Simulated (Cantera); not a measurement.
Al(CH3)3 + H2O + N2 (aluminium nitride and oxide growth)

Charge: 1 mol Al(CH3)3, 7.6 mol H2O, 4 mol N2, equilibrated at 133 Pa.

Method: chemical equilibrium by Gibbs-energy minimisation in Cantera with the NASA 1993 tables (ideal gas, pure condensed phases). Candidate condensed phases: Al, AlN, Al2O3, C, C6H6, C7H8, C8H18, H2O; 148 gas species. The feed counts by its element totals alone. Equilibrium is a limit: real reactors are often held back by kinetics, nucleation or transport.

```
T (K)   x H2   x N2   x H2O    x CO   x CO2     x CH4       x H      x OH  n Al2O3(s)  n C(graphite)
-----  -----  -----  ------  ------  ------  --------  --------  --------  ----------  -------------
625    0.524  0.222   0.112  0.0231   0.102    0.0177    <1e-12    <1e-12       0.500          0.429
725    0.553  0.210  0.0806  0.0748  0.0821  0.000275  1.90e-12    <1e-12       0.500              0
825    0.534  0.209  0.0995  0.0943  0.0628   2.93e-6  1.59e-10    <1e-12       0.500              0
925    0.519  0.209   0.114   0.109  0.0483   8.02e-8   5.14e-9  1.33e-12       0.500              0
1025   0.509  0.209   0.124   0.119  0.0378   4.38e-9   8.51e-8  5.56e-11       0.500              0
1125   0.502  0.209   0.132   0.127  0.0303  4.00e-10   8.62e-7   1.18e-9       0.500              0
1225   0.496  0.209   0.137   0.132  0.0249  5.39e-11   6.01e-6   1.52e-8       0.500              0
1325   0.492  0.209   0.141   0.136  0.0210  9.86e-12   3.14e-5   1.32e-7       0.500              0
1425   0.489  0.209   0.144   0.139  0.0180  2.29e-12  0.000131   8.43e-7       0.500              0
1525   0.487  0.209   0.146   0.141  0.0158    <1e-12  0.000452   4.22e-6       0.500              0
1625   0.484  0.209   0.148   0.143  0.0141    <1e-12   0.00134   1.73e-5       0.500              0
1725   0.481  0.209   0.149   0.144  0.0127    <1e-12   0.00353   6.03e-5       0.500              0
1825   0.477  0.209   0.150   0.145  0.0116    <1e-12   0.00833  0.000183       0.500              0
```
x: gas mole fraction; n: condensed amount in mol.

At 625 K the condensed part is Al2O3(s) + C(graphite). From 725 K to 1825 K the condensed part is Al2O3(s).
